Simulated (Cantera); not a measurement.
Cantera run:

```python
import numpy as np
import cantera as ct

gas_names = """
    F F2 H HF H2 H2F2 H3F3 H4F4 H5F5 H6F6 H7F7 N NF NF2 NF3 NH NH2 NH3 N2 N2H2 N2H4 Si SiF SiF2 SiF3
    SiF4 SiH SiHF3 SiH2 SiH2F2 SiH3 SiH3F SiH4 SiN Si2 Si2N Si3
""".split()
cond_names = """
    Si(cr) Si(L) Si3N4(a)
""".split()


# ... load() reads the species with a 1 bar reference pressure and builds the phases ...
atoms = {
    'Si': {'Si': 1},
    'HF': {'H': 1, 'F': 1},
    'H2': {'H': 2},
    'NF3': {'N': 1, 'F': 3},
}
top_T = {'Si3N4(a)': 2400}  # K; cautious upper limits of use, not melting points


# ... equilibrate(T, P, feed) seeds the gas with the atoms and calls Mixture.equilibrate('TP', solver="vcs", rtol=1e-11, max_steps=5000) ...
results = []
T = 1250  # K
P = 2600  # Pa
for m in [0.66, 0.81, 0.99, 1.2, 1.5, 1.8, 2.2, 2.7, 3.3, 4.1, 5]:
    feed = {'Si': 1, 'HF': 1.4, 'H2': 12, 'NF3': m}  # mol
    mix = equilibrate(T, P, feed)
    results.append((T, P, feed, dict(zip(mix.species_names, mix.species_moles))))
    x = sorted(zip(gas.X, gas.species_names), reverse=True)
    print(f"T = {T:g} K  P = {P:g} Pa  n(NF3) = {m:g} mol  gas = {mix.phase_moles(0):.4g} mol")
    print("   x: " + "  ".join(f"{s} {v:.3e}" for v, s in x if v > 1e-05))
    print("   condensed (mol): " + ("  ".join(f"{mix.phase(i).name} {mix.phase_moles(i):.4g}"
          for i in range(1, mix.n_phases) if mix.phase_moles(i) > 1e-12) or "none"))
```

It prints:

```
T = 1250 K  P = 2600 Pa  n(NF3) = 0.66 mol  gas = 13.78 mol
   x: H2 9.199e-01  SiF4 5.900e-02  N2 1.649e-02  HF 2.168e-03  SiHF3 1.416e-03  SiF3 9.435e-04  SiH2F2 1.643e-05  SiF2 1.452e-05
   condensed (mol): Si3N4(a) 0.05138
T = 1250 K  P = 2600 Pa  n(NF3) = 0.81 mol  gas = 14.04 mol
   x: H2 9.026e-01  SiF4 6.582e-02  N2 2.683e-02  HF 2.393e-03  SiHF3 1.403e-03  SiF3 9.444e-04  SiH2F2 1.448e-05  SiF2 1.304e-05
   condensed (mol): Si3N4(a) 0.01416
T = 1250 K  P = 2600 Pa  n(NF3) = 0.99 mol  gas = 14.38 mol
   x: H2 8.701e-01  SiF4 6.932e-02  N2 3.442e-02  HF 2.595e-02  SiHF3 1.314e-04  SiF3 9.005e-05
   condensed (mol): none
T = 1250 K  P = 2600 Pa  n(NF3) = 1.2 mol  gas = 14.8 mol
   x: H2 8.242e-01  HF 6.765e-02  SiF4 6.749e-02  N2 4.054e-02  SiHF3 4.649e-05  SiF3 3.273e-05
   condensed (mol): none
T = 1250 K  P = 2600 Pa  n(NF3) = 1.5 mol  gas = 15.4 mol
   x: H2 7.629e-01  HF 1.234e-01  SiF4 6.490e-02  N2 4.870e-02  SiHF3 2.268e-05  SiF3 1.660e-05
   condensed (mol): none
T = 1250 K  P = 2600 Pa  n(NF3) = 1.8 mol  gas = 16 mol
   x: H2 7.062e-01  HF 1.750e-01  SiF4 6.247e-02  N2 5.625e-02  SiHF3 1.425e-05  SiF3 1.084e-05
   condensed (mol): none
T = 1250 K  P = 2600 Pa  n(NF3) = 2.2 mol  gas = 16.8 mol
   x: H2 6.369e-01  HF 2.381e-01  N2 6.548e-02  SiF4 5.951e-02
   condensed (mol): none
T = 1250 K  P = 2600 Pa  n(NF3) = 2.7 mol  gas = 17.8 mol
   x: H2 5.590e-01  HF 3.090e-01  N2 7.584e-02  SiF4 5.617e-02
   condensed (mol): none
T = 1250 K  P = 2600 Pa  n(NF3) = 3.3 mol  gas = 19 mol
   x: H2 4.763e-01  HF 3.842e-01  N2 8.684e-02  SiF4 5.262e-02
   condensed (mol): none
T = 1250 K  P = 2600 Pa  n(NF3) = 4.1 mol  gas = 20.6 mol
   x: HF 4.709e-01  H2 3.811e-01  N2 9.951e-02  SiF4 4.854e-02
   condensed (mol): none
T = 1250 K  P = 2600 Pa  n(NF3) = 5 mol  gas = 22.4 mol
   x: HF 5.536e-01  H2 2.902e-01  N2 1.116e-01  SiF4 4.464e-02
   condensed (mol): none
```

These are equilibrium values from Cantera (NASA tables, ideal gas, pure condensed phases), not measurements of a reactor. The tables' values for SiF3, SiF2 are old estimates; treat these amounts as uncertain.
